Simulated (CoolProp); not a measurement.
R115 along the isotherm 404.2 K: density (kg/m³) from the reference equation and from simpler models built on Tc = 353.1 K, pc = 31.29 bar, ω = 0.248; each cubic takes its own stable root.

The numbers come from the reference Helmholtz-energy equation of state, Lemmon 2016 in CoolProp.

```
p (bar)          phase  reference  ideal gas  van der Waals  Soave-Redlich-Kwong  Peng-Robinson
-------  -------------  ---------  ---------  -------------  -------------------  -------------
3.13               gas      14.69      14.39          14.70                14.70          14.75
6.26               gas      30.05      28.77          30.10                30.07          30.28
9.39               gas      46.15      43.16          46.27                46.18          46.66
12.5               gas      62.96      57.45          63.21                62.99          63.86
15.6               gas      80.65      71.70          81.10                80.62          82.04
18.8               gas     100.00      86.41          100.8                99.85          102.0
21.9               gas      120.0      100.7          121.3                119.6          122.6
25                 gas      141.3      114.9          143.4                140.5          144.6
28.2               gas      164.9      129.6          168.4                163.6          168.9
31.3     supercritical      189.7      143.9          195.2                187.4          194.3
34.4     supercritical      216.5      158.1          225.2                212.9          221.5
37.6     supercritical      246.6      172.8          260.5                241.2          251.8
40.7     supercritical      278.3      187.1          300.1                270.5          283.4
43.8     supercritical      312.8      201.3          346.1                301.8          317.2
46.9     supercritical      350.0      215.6          397.3                335.1          353.1
```
